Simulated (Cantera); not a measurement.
A Cantera script and what it prints.

```python
import numpy as np
import cantera as ct

gas_names = """
    C CN CO CO2 C2 CCN CNC C2N2 C2O C3 C3O2 C4 C4N2 C5 N NCO NO NO2 NO3 N2 N2O O O2 O3 Si SiC SiC2 SiN
    SiO SiO2 Si2 Si2C Si2N Si3
""".split()
cond_names = """
    C(gr) Si(cr) Si(L) SiC(b) SiO2(Lqz) SiO2(hqz) SiO2(L) Si2N2O(s) Si3N4(a)
""".split()


# ... load() reads the species with a 1 bar reference pressure and builds the phases ...
atoms = {
    'SiC': {'Si': 1, 'C': 1},
    'N2O': {'N': 2, 'O': 1},
    'N2': {'N': 2},
}
top_T = {'C(gr)': 4500, 'SiC(b)': 3050, 'Si2N2O(s)': 2100, 'Si3N4(a)': 2400}  # K; cautious upper limits of use, not melting points


# ... equilibrate(T, P, feed) seeds the gas with the atoms and calls Mixture.equilibrate('TP', solver="vcs", rtol=1e-11, max_steps=5000) ...
results = []
feed = {'SiC': 1, 'N2O': 2.2, 'N2': 590}  # mol
T = 1673.15  # K
P = 133.322  # Pa
mix = equilibrate(T, P, feed)
results.append((T, P, feed, dict(zip(mix.species_names, mix.species_moles))))
x = sorted(zip(gas.X, gas.species_names), reverse=True)
print(f"T = {T:g} K  P = {P:g} Pa  gas = {mix.phase_moles(0):.4g} mol")
print("   x: " + "  ".join(f"{s} {v:.3e}" for v, s in x if v > 1e-05))
print("   condensed (mol): " + ("  ".join(f"{mix.phase(i).name} {mix.phase_moles(i):.4g}"
      for i in range(1, mix.n_phases) if mix.phase_moles(i) > 1e-12) or "none"))
```

It prints:

```
T = 1673.15 K  P = 133.322 Pa  gas = 594 mol
   x: N2 9.969e-01  CO 1.643e-03  SiO 1.387e-03  CO2 4.037e-05
   condensed (mol): SiO2(hqz) 0.1757
```

These are equilibrium values from Cantera (NASA tables, ideal gas, pure condensed phases), not measurements of a reactor. The tables hold silica as quartz up to 1696 K and as liquid above; real silica turns to tridymite and cristobalite and melts near 1996 K.
